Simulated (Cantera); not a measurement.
A closed system holds: 1 mol SiF4, 3.9 mol O2, 0.6 mol H2, held at 18000 Pa.

Equilibrium computed with Cantera from the NASA thermochemical tables; the gas is ideal and each condensed phase is pure. Candidate condensed phases: H2O, Si, SiO2; 38 gas species. The tables hold silica as quartz up to 1696 K and as liquid above; real silica turns to tridymite and cristobalite and melts near 1996 K. The numbers say what is thermodynamically allowed, not how fast it happens. All values below are at 902 °C.

Base state: O2 0.663, HF 0.169, SiF4 0.142, H2O 0.0260 (mole fractions); condensed: SiO2(β-quartz).

What changes in the equilibrium state with this change: O2 from 3.9 to 10 mol?


| species | before | after |
|---|---|---|
| O2 | 0.663 | 0.840 |
| HF | 0.169 | 0.0847 |
| SiF4 | 0.142 | 0.0655 |
| H2O | 0.0260 | 0.00963 |
| SiO2(β-quartz), mol | 0.229 | 0.244 |
